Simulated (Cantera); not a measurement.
Input: 1 mol HgO, 0.06 mol H₂, 5.4 mol N₂, at 1000 K and 0.140 bar.

Equilibrium computed with Cantera from the NASA thermochemical tables; the gas is ideal and each condensed phase is pure. Candidate condensed phases: H₂O, Hg, HgO; 25 gas species. Rates play no part.

Base state: N₂ 0.779, Hg 0.144, O₂ 0.0678, H₂O 0.00866, NO 1.77e-5 (mole fractions); condensed: gas only.

**Question.** What changes in the equilibrium state with this change: HgO replaced by Hg?

**Answer.** 
| species | before | after |
|---|---|---|
| N₂ | 0.779 | 0.836 |
| Hg | 0.144 | 0.155 |
| H₂ | <1e-9 | 0.00929 |
| O₂ | 0.0678 | 0 |
| H₂O | 0.00866 | 0 |
| NO | 1.77e-5 | 0 |
